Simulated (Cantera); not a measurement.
An isothermal, constant-pressure homogeneous reactor starts with CH4 : H2 : H2O = 0.0042 : 1 : 0.012 (molar parts), at 3023 K and 82.5 Torr.

Computed with Cantera and GRI-Mech 3.0 (53 species, 325 reactions). Above 3000 K some thermodynamic fits are extrapolated.

x: mole fraction; the columns are a selection and need not sum to one.

```json
[
 {"t (s)": "2.00e-6", "x CH4": "0.00391", "x H2": "0.983", "x CH2": "1.21e-6", "x C2H6": "2.69e-9", "x H": "0.000955", "x C2H": "<1e-12", "x C2H2": "2.62e-9"},
 {"t (s)": "1.05e-5", "x CH4": "0.00364", "x H2": "0.979", "x CH2": "7.69e-6", "x C2H6": "1.63e-8", "x H": "0.00543", "x C2H": "4.49e-10", "x C2H2": "4.52e-7"},
 {"t (s)": "5.50e-5", "x CH4": "0.00265", "x H2": "0.959", "x CH2": "6.39e-5", "x C2H6": "5.82e-8", "x H": "0.0255", "x C2H": "2.38e-7", "x C2H2": "5.04e-5"},
 {"t (s)": "0.000288", "x CH4": "[?]", "x H2": "0.911", "x CH2": "[?]", "x C2H6": "[?]", "x H": "[?]", "x C2H": "[?]", "x C2H2": "[?]"},
 {"t (s)": "0.00151", "x CH4": "1.61e-5", "x H2": "0.835", "x CH2": "1.59e-5", "x C2H6": "1.08e-11", "x H": "0.154", "x C2H": "5.33e-6", "x C2H2": "0.000163"},
 {"t (s)": "0.00793", "x CH4": "3.71e-12", "x H2": "0.663", "x CH2": "2.63e-11", "x C2H6": "<1e-12", "x H": "0.328", "x C2H": "<1e-12", "x C2H2": "<1e-12"},
 {"t (s)": "0.0416", "x CH4": "1.12e-12", "x H2": "0.594", "x CH2": "1.44e-11", "x C2H6": "<1e-12", "x H": "0.396", "x C2H": "<1e-12", "x C2H2": "<1e-12"},
 {"t (s)": "0.218", "x CH4": "1.12e-12", "x H2": "0.594", "x CH2": "1.44e-11", "x C2H6": "<1e-12", "x H": "0.397", "x C2H": "<1e-12", "x C2H2": "<1e-12"},
 {"t (s)": "1.14", "x CH4": "1.12e-12", "x H2": "0.594", "x CH2": "1.44e-11", "x C2H6": "<1e-12", "x H": "0.397", "x C2H": "<1e-12", "x C2H2": "<1e-12"},
 {"t (s)": "6.00", "x CH4": "1.12e-12", "x H2": "0.594", "x CH2": "1.44e-11", "x C2H6": "<1e-12", "x H": "0.397", "x C2H": "<1e-12", "x C2H2": "<1e-12"}
]
```

Complete the blanks.


- 0.000288, x CH4: 0.000467
- 0.000288, x CH2: 9.44e-5
- 0.000288, x C2H6: 5.25e-9
- 0.000288, x H: 0.0755
- 0.000288, x C2H: 1.57e-5
- 0.000288, x C2H2: 0.00107
